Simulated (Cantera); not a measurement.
Input: 1 mol PbO, 0.61 mol O₂, 65 mol N₂, equilibrated at 1000 Pa.

Cantera equilibrium calculation (NASA polynomials, part measured and part estimated; ideal gas, pure solids and liquids). Candidate condensed phases: Pb, PbO, PbO₂, Pb₃O₄; 12 gas species. The numbers say what is thermodynamically allowed, not how fast it happens.

Problem. Which condensed phases are stable at each of these points (T (K)): 873, 898, 923, 948, 973, 998, 1023, 1048, 1073, 1098, 1123, 1148, 1173?

Solution. 
| T (K) | condensed phases | Pb condensed (%) |
|---|---|---|
| 873 | PbO(yellow) | 100.0 |
| 898 | PbO(yellow) | 100.0 |
| 923 | PbO(yellow) | 100.0 |
| 948 | PbO(yellow) | 100.0 |
| 973 | PbO(yellow) | 99.9 |
| 998 | PbO(yellow) | 99.8 |
| 1023 | PbO(yellow) | 99.6 |
| 1048 | PbO(yellow) | 99.1 |
| 1073 | PbO(yellow) | 98.1 |
| 1098 | PbO(yellow) | 96.1 |
| 1123 | PbO(yellow) | 92.4 |
| 1148 | PbO(yellow) | 85.4 |
| 1173 | PbO(l) | 73.8 |

From 873 K to 1148 K the condensed part is PbO(yellow). At 1173 K the condensed part is PbO(l).
